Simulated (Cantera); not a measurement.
Cantera run:

```python
import numpy as np
import cantera as ct

gas_names = [...]  # 121 gases of nasa_gas.yaml made of Al, C, H, O
cond_names = """
    AL(cr) AL(L) AL2O3(a) AL2O3(L) C(gr) C6H6(L) C7H8(L) C8H18(L),n-octa H2O(s) H2O(L)
""".split()


# ... load() reads the species with a 1 bar reference pressure and builds the phases ...
atoms = {
    'Al(CH3)3': {'AL': 1, 'C': 3, 'H': 9},
    'H2O': {'H': 2, 'O': 1},
    'H2': {'H': 2},
}
top_T = {'C(gr)': 4500}  # K; cautious upper limits of use, not melting points


# ... equilibrate(T, P, feed) seeds the gas with the atoms and calls Mixture.equilibrate('TP', solver="vcs", rtol=1e-11, max_steps=5000) ...
results = []
feed = {'Al(CH3)3': 1, 'H2O': 14, 'H2': 15}  # mol
T = 2125  # K
P = 1000  # Pa
mix = equilibrate(T, P, feed)
results.append((T, P, feed, dict(zip(mix.species_names, mix.species_moles))))
print(gas.report(threshold=1e-05))
for i in range(1, mix.n_phases):
    print(f"{mix.phase(i).name:16s} {mix.phase_moles(i):12.5e} mol")
```

Result:

```
       temperature   2125 K
          pressure   1000 Pa
           density   0.00046355 kg/m^3
  mean mol. weight   8.1902 kg/kmol
   phase of matter   gas

                          1 kg             1 kmol
                     ---------------   ---------------
          enthalpy       -1.9574e+05       -1.6031e+06  J
   internal energy        -2.353e+06       -1.9271e+07  J
           entropy             31899        2.6126e+05  J/K
    Gibbs function       -6.7982e+07       -5.5679e+08  J
 heat capacity c_p            4757.7             38967  J/K
 heat capacity c_v            3742.6             30652  J/K

                      mass frac. Y      mole frac. X     chem. pot. / RT
                     ---------------   ---------------   ---------------
                CO            0.2569          0.075119           -41.361
               CO2          0.031258         0.0058171           -64.056
                 H         0.0035741           0.02904           -12.364
                H2           0.15742           0.63954           -24.728
               H2O           0.54773           0.24902           -47.423
                 O        8.8198e-05         4.515e-05           -22.695
                OH         0.0029129         0.0014028           -35.059
     [ +114 minor]        0.00011246        2.0274e-05

AL(L)             0.00000e+00 mol
AL2O3(a)          4.99763e-01 mol
C(gr)             0.00000e+00 mol
```

Equilibrium computed with Cantera from the NASA thermochemical tables; the gas is ideal and each condensed phase is pure. The feed counts by its element totals alone.
